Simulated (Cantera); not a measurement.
Input: 1 mol CH3Cl, 1.3 mol CH4, 2.9 mol H2, held at 3023.15 K and 4.00 Pa.

Cantera equilibrium calculation (NASA polynomials, part measured and part estimated; ideal gas, pure solids and liquids). Candidate condensed phases: C, C6H6, C7H8, C8H18; 91 gas species. Rates play no part.

Base state: H 0.818, C 0.113, Cl 0.0585, C2 0.00524, C3 0.00368, H2 0.000933, HCl 9.81e-5, C2H 4.98e-5 (mole fractions); condensed: gas only.

Q: What changes in the equilibrium state with this change: 0.033 mol HF added?

A: 
```json
[
 {"species": "H", "before": "0.818", "after": "0.817"},
 {"species": "C", "before": "0.113", "after": "0.113"},
 {"species": "Cl", "before": "0.0585", "after": "0.0583"},
 {"species": "F", "before": "0", "after": "0.00163"},
 {"species": "HF", "before": "0", "after": "0.000287"},
 {"species": "CF", "before": "0", "after": "1.41e-5"},
 {"species": "C3", "before": "0.00368", "after": "0.00365"},
 {"species": "C2H", "before": "4.98e-5", "after": "4.94e-5"},
 {"species": "C2", "before": "0.00524", "after": "0.00520"}
]
```

Q: What changes in the equilibrium state with this change: 0.13 mol HF added?

A: 
| species | before | after |
|---|---|---|
| H | 0.818 | 0.813 |
| C | 0.113 | 0.112 |
| Cl | 0.0585 | 0.0577 |
| F | 0 | 0.00634 |
| HF | 0 | 0.00111 |
| CF | 0 | 5.46e-5 |
